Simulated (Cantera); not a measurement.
Cantera with NASA thermochemical tables; ideal gases at 1 bar, condensed phases pure. Values are per mole of reaction as written; species without (g) are pure solids or liquids, kept so even where they would boil at 1 bar.

H2(g) + 2 LiCl(g) → 2 HCl(g) + 2 Li, with ΔH° = 206.8 kJ and ΔS° = -124.4 J/K at 300 K.

### Question
How far is the shortcut ΔG° ≈ ΔH°(300 K) − T·ΔS°(300 K) from the full temperature-dependent value at 1023, 1098, 1173, 1248, 1323, 1398, 1473, 1548, 1623 K?

### Answer
```csv
T (K),shortcut (kJ),full (kJ),difference (kJ),difference in log10 K,condensed phases
1023,334.1,318.4,15.7,-0.80,Li(l)
1098,343.4,325.3,18.2,-0.86,Li(l)
1173,352.8,332.1,20.7,-0.92,Li(l)
1248,362.1,338.8,23.3,-0.98,Li(l)
1323,371.4,345.4,26.0,-1.03,Li(l)
1398,380.8,351.9,28.8,-1.08,Li(l)
1473,390.1,358.4,31.7,-1.12,Li(l)
1548,399.4,364.8,34.6,-1.17,Li(l)
1623,408.7,371.2,37.6,-1.21,Li(l)
```
The shortcut ignores heat capacities and the phase changes listed.
